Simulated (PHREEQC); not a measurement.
Solution A (160 mmol/kgw HBr and 2 mmol/kgw CaCl2) is mixed with solution B (67 mmol/kgw H3PO4 and 17 mmol/kgw NaOH) at 25 °C; shares are by mass of water, 1 kg in all. Oxygen alone is held at its pressure in air (log pO2 = -0.68). No CO2 enters from the air. The run lets Portlandite, Hydroxyapatite, Halite precipitate or redissolve, and no other solid.

Equilibrium calculation in PHREEQC: ion-association model, wateq4f.dat.

```json
[
 {"share of solution B": "0", "pH": "0.89", "Ca+2 (mol/kgw)": "0.00200", "H3PO4 (mol/kgw)": "0", "H2PO4- (mol/kgw)": "0"},
 {"share of solution B": "0.1", "pH": "0.94", "Ca+2 (mol/kgw)": "…", "H3PO4 (mol/kgw)": "…", "H2PO4- (mol/kgw)": "0.000494"},
 {"share of solution B": "0.15", "pH": "0.96", "Ca+2 (mol/kgw)": "…", "H3PO4 (mol/kgw)": "…", "H2PO4- (mol/kgw)": "0.000778"},
 {"share of solution B": "0.25", "pH": "1.02", "Ca+2 (mol/kgw)": "0.00148", "H3PO4 (mol/kgw)": "0.0153", "H2PO4- (mol/kgw)": "0.00144"},
 {"share of solution B": "0.35", "pH": "1.08", "Ca+2 (mol/kgw)": "0.00127", "H3PO4 (mol/kgw)": "0.0211", "H2PO4- (mol/kgw)": "0.00228"},
 {"share of solution B": "0.4", "pH": "1.12", "Ca+2 (mol/kgw)": "0.00117", "H3PO4 (mol/kgw)": "0.0240", "H2PO4- (mol/kgw)": "0.00279"},
 {"share of solution B": "0.5", "pH": "1.20", "Ca+2 (mol/kgw)": "0.000959", "H3PO4 (mol/kgw)": "0.0294", "H2PO4- (mol/kgw)": "0.00407"},
 {"share of solution B": "0.6", "pH": "1.30", "Ca+2 (mol/kgw)": "0.000752", "H3PO4 (mol/kgw)": "0.0343", "H2PO4- (mol/kgw)": "…"},
 {"share of solution B": "0.65", "pH": "1.36", "Ca+2 (mol/kgw)": "0.000649", "H3PO4 (mol/kgw)": "0.0365", "H2PO4- (mol/kgw)": "0.00704"},
 {"share of solution B": "0.75", "pH": "…", "Ca+2 (mol/kgw)": "0.000445", "H3PO4 (mol/kgw)": "0.0399", "H2PO4- (mol/kgw)": "0.0103"},
 {"share of solution B": "0.85", "pH": "1.66", "Ca+2 (mol/kgw)": "0.000250", "H3PO4 (mol/kgw)": "…", "H2PO4- (mol/kgw)": "0.0156"},
 {"share of solution B": "0.9", "pH": "1.76", "Ca+2 (mol/kgw)": "0.000160", "H3PO4 (mol/kgw)": "0.0411", "H2PO4- (mol/kgw)": "…"},
 {"share of solution B": "1", "pH": "1.98", "Ca+2 (mol/kgw)": "0", "H3PO4 (mol/kgw)": "0.0380", "H2PO4- (mol/kgw)": "0.0290"}
]
```

### Question
What belongs in the gaps?

### Answer

- 0.1, Ca+2 (mol/kgw): 0.00179
- 0.1, H3PO4 (mol/kgw): 0.00620
- 0.15, Ca+2 (mol/kgw): 0.00169
- 0.15, H3PO4 (mol/kgw): 0.00926
- 0.6, H2PO4- (mol/kgw): 0.00586
- 0.75, pH: 1.49
- 0.85, H3PO4 (mol/kgw): 0.0413
- 0.9, H2PO4- (mol/kgw): 0.0192

H3PO4, which wateq4f.dat lacks, is added to it with the constant of phreeqc.dat.
